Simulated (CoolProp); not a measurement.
A single-stage vapour-compression cycle with vinyl chloride: evaporating at 310.15 K (dew point), condensing at 369.15 K (bubble point), superheat 8 K, subcooling 5 K, compressor efficiency 0.9, no pressure losses. Each further row changes one setting.

Model: reference Helmholtz-energy equation of state, Thol 2022, in CoolProp.

```csv
case,cooling COP,pressure ratio,discharge temperature (K),refrigerating effect (kJ/kg),volumetric capacity (kJ/m³)
as stated,3.73,3.85,400.7,229,3310
evaporating temperature 315.15 K,4.22,3.36,398.2,233,3810
condensing temperature 364.15 K,4.19,3.49,394.2,238,3440
subcooling 10 K,3.88,3.85,400.7,238,3440
superheat 18 K,3.73,3.85,410.8,239,3310
compressor efficiency 0.8,3.32,3.85,406.8,229,3310
```
